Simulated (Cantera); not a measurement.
A closed system holds: 1 mol Si, 0.0023 mol H₂O, 870 mol H₂, equilibrated at 13300 Pa.

Cantera equilibrium calculation (NASA polynomials, part measured and part estimated; ideal gas, pure solids and liquids). Candidate condensed phases: H₂O, Si, SiO₂; 18 gas species. Gases not in the tables: Si₂H₆ and higher silanes. Equilibrium is a limit: real reactors are often held back by kinetics, nucleation or transport.

**Question.** Which condensed phases are stable at each of these points (T (K)): 1748, 1798, 1848, 1898, 1948, 1998, 2048, 2098?

**Answer.** 
```
T (K)  condensed phases  Si condensed (%)
-----  ----------------  ----------------
1748              Si(l)              96.5
1798              Si(l)              94.3
1848              Si(l)              90.5
1898              Si(l)              84.0
1948              Si(l)              73.1
1998              Si(l)              55.1
2048              Si(l)              25.8
2098           gas only               0.0
```

From 1748 K to 2048 K the condensed part is Si(l). At 2098 K nothing is condensed.
